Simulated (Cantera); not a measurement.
An isothermal, constant-pressure homogeneous reactor starts with NH3 : H2 = 1 : 2.9 (molar parts), at 1975 K and 51.0 Torr. Integrator tolerance rtol = 1e-08.

Cantera simulation using the gas-phase N/H chemistry of the illustrative SiF4/NH3 mechanism in the Surface Chemkin manual (1991); the numbers are that mechanism's predictions, not measurements. Walls and surfaces, which speed up NH3 decomposition in real reactors, are not modelled.

Task: What does this change do: temperature 1975 to 2300 K?

Result: 
```tsv
quantity	before	after
x(NH3) at 2.00 s	0.0157 (gas-phase equilibrium 3.82e-7)	3.79e-7 (gas-phase equilibrium 2.27e-7)
x(H2) at 2.00 s	0.887 (gas-phase equilibrium 0.893)	0.865 (gas-phase equilibrium 0.865)
x(N2) at 2.00 s	0.0957 (gas-phase equilibrium 0.102)	0.100 (gas-phase equilibrium 0.100)
x(N) at 2.00 s	8.77e-7 (gas-phase equilibrium 7.63e-10)	7.90e-8 (gas-phase equilibrium 4.72e-8)
x(N2H2) at 2.00 s	5.82e-8 (gas-phase equilibrium <1e-12)	<1e-12 (gas-phase equilibrium <1e-12)
x(NH) at 2.00 s	4.57e-6 (gas-phase equilibrium 1.20e-9)	4.25e-8 (gas-phase equilibrium 2.54e-8)
```
